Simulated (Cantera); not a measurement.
A freely propagating, adiabatic, planar premixed flame of CH₃OH : O₂ : N₂ = 1 : 1.9 : 7.14 (molar parts), unburnt at 700 K and 105 Torr; mixture-averaged transport, grid criteria slope 0.08 and curve 0.16, no radiation.

Cantera simulation using GRI-Mech 3.0 (53 species, 325 reactions); the numbers are that mechanism's predictions, not measurements. GRI-Mech 3.0 was tuned for natural gas; its chemistry of methanol as a main component is partial and can be far from experiment. Burning velocities carry a grid error of a few per cent, more on coarse grids.

x: mole fraction of selected species; z is measured from the peak of heat release.

```json
[
 {"z (mm)": "-4.97", "T (K)": "700", "u (m/s)": "1.79", "x CH₃OH": "0.0994", "x O₂": "0.189", "x O": "<1e-8", "x H₂": "0.00187", "x CO": "1.53e-5", "x CH₃": "<1e-8"},
 {"z (mm)": "-3.31", "T (K)": "703", "u (m/s)": "1.80", "x CH₃OH": "0.0990", "x O₂": "0.188", "x O": "<1e-8", "x H₂": "0.00455", "x CO": "0.000138", "x CH₃": "<1e-8"},
 {"z (mm)": "-2.48", "T (K)": "713", "u (m/s)": "1.83", "x CH₃OH": "0.0983", "x O₂": "0.187", "x O": "<1e-8", "x H₂": "0.00740", "x CO": "0.000555", "x CH₃": "<1e-8"},
 {"z (mm)": "-1.66", "T (K)": "764", "u (m/s)": "1.98", "x CH₃OH": "0.0948", "x O₂": "0.181", "x O": "<1e-8", "x H₂": "0.0124", "x CO": "0.00296", "x CH₃": "<1e-8"},
 {"z (mm)": "-0.828", "T (K)": "1029", "u (m/s)": "2.73", "x CH₃OH": "0.0725", "x O₂": "0.157", "x O": "4.29e-7", "x H₂": "0.0201", "x CO": "0.0170", "x CH₃": "9.52e-7"},
 {"z (mm)": "-0.414", "T (K)": "1343", "u (m/s)": "3.66", "x CH₃OH": "0.0403", "x O₂": "0.128", "x O": "2.42e-5", "x H₂": "0.0245", "x CO": "0.0362", "x CH₃": "1.95e-5"},
 {"z (mm)": "0", "T (K)": "1685", "u (m/s)": "4.71", "x CH₃OH": "[?]", "x O₂": "[?]", "x O": "[?]", "x H₂": "0.0249", "x CO": "0.0587", "x CH₃": "[?]"},
 {"z (mm)": "0.414", "T (K)": "1798", "u (m/s)": "5.05", "x CH₃OH": "0.000127", "x O₂": "0.0745", "x O": "0.00431", "x H₂": "0.0179", "x CO": "0.0584", "x CH₃": "2.83e-5"},
 {"z (mm)": "0.828", "T (K)": "1818", "u (m/s)": "5.10", "x CH₃OH": "7.72e-7", "x O₂": "0.0632", "x O": "0.00707", "x H₂": "0.0134", "x CO": "0.0489", "x CH₃": "1.01e-6"},
 {"z (mm)": "1.66", "T (K)": "1843", "u (m/s)": "5.14", "x CH₃OH": "<1e-8", "x O₂": "0.0551", "x O": "0.00879", "x H₂": "0.0120", "x CO": "0.0357", "x CH₃": "<1e-8"},
 {"z (mm)": "3.31", "T (K)": "1874", "u (m/s)": "5.20", "x CH₃OH": "<1e-8", "x O₂": "0.0511", "x O": "0.00905", "x H₂": "0.0124", "x CO": "0.0258", "x CH₃": "<1e-8"},
 {"z (mm)": "6.62", "T (K)": "1915", "u (m/s)": "5.30", "x CH₃OH": "<1e-8", "x O₂": "0.0494", "x O": "0.00837", "x H₂": "0.0119", "x CO": "0.0225", "x CH₃": "<1e-8"},
 {"z (mm)": "13.2", "T (K)": "1974", "u (m/s)": "5.44", "x CH₃OH": "<1e-8", "x O₂": "0.0478", "x O": "[?]", "x H₂": "[?]", "x CO": "0.0207", "x CH₃": "<1e-8"}
]
```

**Question.** What belongs in the gaps?

**Answer.** 
- 0, x CH₃OH: 0.00665
- 0, x O₂: 0.0954
- 0, x O: 0.000804
- 0, x CH₃: 0.000121
- 13.2, x O: 0.00707
- 13.2, x H₂: 0.0106
